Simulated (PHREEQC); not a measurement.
Make-up at 20 °C: 0.0012 mol/kgw NiSO4 and 3.9e-05 mol/kgw MgSO4. Closed to the air; pH follows from the charge balance.

Equilibrium calculation in PHREEQC: ion-association model, wateq4f.dat.

No solid was allowed to form.

Predict the pH, ionic strength.

pH 6.55; ionic strength 0.00443 mol/kgw.

In which forms is Mg present?

Mg+2 88 %, MgSO4 12 % of the Mg.
